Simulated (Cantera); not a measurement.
## B2O3 + H2 + N2 (boron, boron nitride and boron oxide)

Feed: 1 mol B2O3, 35 mol H2, 0.79 mol N2, held at 0.133 bar.

These are equilibrium values from Cantera (NASA tables, ideal gas, pure condensed phases), not measurements of a reactor. Candidate condensed phases: B, BN, B2O3, B3O3H3, H2O; 39 gas species. N2 is the only nitrogen source here; it is nearly inert below about 1500 K, so the nitride shown seldom forms there in practice. Mutual solubility and eutectic melting of coexisting phases are not modelled. Gases not in the tables: H3BO3. Kinetics and transport are ignored.

```csv
T (K),x H2,x H,x HBO,x N2,x HBO2,x BO,x H2O,n BN(s),n B2O3(l)
1123,0.977,1.15e-7,4.53e-7,0.0216,2.52e-5,2.76e-12,0.00128,0.0309,0.984
1223,0.977,8.14e-7,5.77e-6,0.0217,0.000110,2.01e-10,0.00123,0.0305,0.983
1323,0.977,4.29e-6,4.95e-5,0.0216,0.000378,7.53e-9,0.00117,0.0319,0.976
1423,0.976,1.80e-5,0.000311,0.0216,0.00108,1.68e-7,0.00112,0.0358,0.956
1523,0.973,6.24e-5,0.00152,0.0215,0.00265,2.46e-6,0.00107,0.0384,0.896
1623,0.963,0.000186,0.00604,0.0217,0.00576,2.57e-5,0.00101,0.0152,0.712
1723,0.937,0.000483,0.0154,0.0215,0.0147,0.000155,0.00162,0,0.0953
1823,0.931,0.00114,0.0180,0.0215,0.0162,0.000385,0.00237,0,0
1923,0.927,0.00248,0.0195,0.0214,0.0163,0.000819,0.00326,0,0
2023,0.923,0.00500,0.0208,0.0214,0.0162,0.00160,0.00432,0,0
2123,0.916,0.00941,0.0217,0.0213,0.0158,0.00289,0.00554,0,0
2223,0.907,0.0167,0.0221,0.0212,0.0151,0.00485,0.00693,0,0
2323,0.894,0.0282,0.0218,0.0211,0.0142,0.00759,0.00848,0,0
2423,0.875,0.0454,0.0209,0.0209,0.0130,0.0111,0.0101,0,0
```
x: gas mole fraction; n: condensed amount in mol.

From 1123 K to 1623 K the condensed part is BN(s) + B2O3(l). At 1723 K the condensed part is B2O3(l). From 1823 K to 2423 K nothing is condensed.
